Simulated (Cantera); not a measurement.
Silicon epitaxy and polysilicon growth: SiHCl₃ + H₂ + Cl₂

Input: 1 mol SiHCl₃, 6.7 mol H₂, 0.013 mol Cl₂, equilibrated at 1 atm.

Method: chemical equilibrium by Gibbs-energy minimisation in Cantera with the NASA 1993 tables (ideal gas, pure condensed phases). Candidate condensed phases: Si; 19 gas species. The tables' values for SiCl₃ are old estimates; treat these amounts as uncertain. Equilibrium is a limit: real reactors are often held back by kinetics, nucleation or transport.

From 1075 K to 1425 K the condensed part is Si(s). The main Si-bearing gas is SiCl₄ at 1075 K and SiCl₂ at 1425 K. The share of Si in condensed phases is highest at 1325 K (23.9 %) and lowest at 1075 K (19.0 %).

```
T (K)  log p H₂  log p HCl  log p SiCl₄  log p SiHCl₃  log p SiCl₂  log p SiCl₃  log p SiH₂Cl₂  log p SiH₃Cl  n Si(s)
-----  --------  ---------  -----------  ------------  -----------  -----------  -------------  ------------  -------
1075      -0.05      -1.74        -1.21         -1.43        -3.14        -2.77          -2.58         -4.31    0.190
1125      -0.05      -1.59        -1.23         -1.45        -2.81        -2.56          -2.58         -4.28    0.202
1175      -0.06      -1.46        -1.25         -1.47        -2.51        -2.37          -2.59         -4.27    0.214
1225      -0.06      -1.34        -1.28         -1.50        -2.24        -2.21          -2.60         -4.26    0.226
1275      -0.07      -1.24        -1.33         -1.55        -2.01        -2.07          -2.62         -4.25    0.235
1325      -0.07      -1.15        -1.39         -1.60        -1.80        -1.96          -2.65         -4.25    0.239
1375      -0.08      -1.08        -1.47         -1.67        -1.62        -1.88          -2.70         -4.26    0.236
1425      -0.09      -1.02        -1.58         -1.76        -1.47        -1.82          -2.75         -4.28    0.227
```
log p: log10 of the partial pressure in bar; n: condensed amount in mol.
